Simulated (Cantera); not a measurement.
A perfectly stirred reactor is fed with H₂ : O₂ : N₂ = 1 : 1 : 16 (molar parts), equivalence ratio 0.50, at 100000 Pa; it is held at 825 K, and followed from long to short residence time.

Detailed kinetics in Cantera: the H2/O2 subset of GRI-Mech 3.0, which has no nitrogen chemistry. Below about 950 K walls govern HO2 and H2O2 in real vessels. The temperature is held fixed by assumption; the heat of reaction is taken as removed at once.

Q: What does this change do: pressure from 100000 Pa to 13000 Pa?

A: 
| quantity | before | after |
|---|---|---|
| x(H₂) at τ = 1.70 s | 0.0555 | 0.00443 |
| x(O₂) at τ = 1.70 s | 0.0555 | 0.0307 |
| x(H) at τ = 1.70 s | 3.49e-10 | 1.47e-5 |
| x(O) at τ = 1.70 s | 4.92e-11 | 8.96e-6 |
| x(H₂O) at τ = 1.70 s | 3.95e-5 | 0.0526 |
| x(H₂) at τ = 60.0 ms | 0.0556 | 0.0145 |
| x(O₂) at τ = 60.0 ms | 0.0556 | 0.0357 |
| x(H) at τ = 60.0 ms | <1e-12 | 0.000303 |
| x(O) at τ = 60.0 ms | <1e-12 | 6.69e-5 |
| x(H₂O) at τ = 60.0 ms | 1.67e-10 | 0.0420 |
Radical loss at walls, strong at low pressure, is not modelled.
